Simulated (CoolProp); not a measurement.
Properties of tetrahydrofuran along the isotherm 159.45 °C.

The numbers come from the reference Helmholtz-energy equation of state, Fiedler 2023 in CoolProp.

```
p (MPa)   phase  speed of sound (m/s)  isothermal compressibility (1/MPa)
-------  ------  --------------------  ----------------------------------
2.04     liquid                 691.1                            0.004063
4.08     liquid                 715.6                            0.003723
6.12     liquid                 738.6                            0.003442
8.16     liquid                 760.2                            0.003205
10.2     liquid                 780.6                                 ___
12.2     liquid                 799.6                            0.002829
14.3     liquid                 818.7                            0.002670
16.3     liquid                 836.1                                 ___
18.4     liquid                 853.6                                 ___
20.4     liquid                 869.6                            0.002302
22.4     liquid                 885.1                            0.002205
24.5     liquid                 900.9                            0.002112
26.5     liquid                 915.4                            0.002031
```

Q: Some entries are withheld; supply them.

A: 
- 10.2, isothermal compressibility (1/MPa): 0.003002
- 16.3, isothermal compressibility (1/MPa): 0.002535
- 18.4, isothermal compressibility (1/MPa): 0.002410
